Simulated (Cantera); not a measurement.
What does this Cantera script print?

```python
import numpy as np
import cantera as ct

gas_names = """
    F F2 H HF H2 H2F2 H3F3 H4F4 H5F5 H6F6 H7F7 N NF NF2 NF3 NH NH2 NH3 N2 N2H2 N2H4 Si SiF SiF2 SiF3
    SiF4 SiH SiHF3 SiH2 SiH2F2 SiH3 SiH3F SiH4 SiN Si2 Si2N Si3
""".split()
cond_names = """
    Si(cr) Si(L) Si3N4(a)
""".split()


# ... load() reads the species with a 1 bar reference pressure and builds the phases ...
atoms = {
    'SiF4': {'Si': 1, 'F': 4},
    'NH3': {'N': 1, 'H': 3},
}
top_T = {'Si3N4(a)': 2400}  # K; cautious upper limits of use, not melting points


# ... equilibrate(T, P, feed) seeds the gas with the atoms and calls Mixture.equilibrate('TP', solver="vcs", rtol=1e-11, max_steps=5000) ...
results = []
feed = {'SiF4': 1, 'NH3': 2.8}  # mol
T = 1600  # K
P = 100000  # Pa
mix = equilibrate(T, P, feed)
results.append((T, P, feed, dict(zip(mix.species_names, mix.species_moles))))
x = sorted(zip(gas.X, gas.species_names), reverse=True)
print(f"T = {T:g} K  P = {P:g} Pa  gas = {mix.phase_moles(0):.4g} mol")
print("   x: " + "  ".join(f"{s} {v:.3e}" for v, s in x if v > 0.001))
print("   condensed (mol): " + ("  ".join(f"{mix.phase(i).name} {mix.phase_moles(i):.4g}"
      for i in range(1, mix.n_phases) if mix.phase_moles(i) > 1e-12) or "none"))
```

It prints:

```
T = 1600 K  P = 100000 Pa  gas = 6.629 mol
   x: H2 6.233e-01  N2 2.112e-01  SiF4 1.366e-01  HF 1.461e-02  SiF3 8.310e-03  SiHF3 5.604e-03
   condensed (mol): none
```

Equilibrium computed with Cantera from the NASA thermochemical tables; the gas is ideal and each condensed phase is pure. The tables' values for SiF3, SiF2 are old estimates; treat these amounts as uncertain.
